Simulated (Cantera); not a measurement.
An isothermal, constant-pressure homogeneous reactor starts with CH₄ : O₂ : N₂ = 0.017 : 0.008 : 1 (molar parts), equivalence ratio 4.2, at 1400 K and 9.60 bar.

Cantera simulation using GRI-Mech 3.0 (53 species, 325 reactions); the numbers are that mechanism's predictions, not measurements.

**Question.** Predict: x(CH₄) at 200 s; x(CO) at 200 s.

**Answer.** 
```
Property                                           Result
---------------  ----------------------------------------
x(CH₄) at 200 s  0.00295 (gas-phase equilibrium 0.000235)
x(CO) at 200 s     0.00899 (gas-phase equilibrium 0.0152)
```
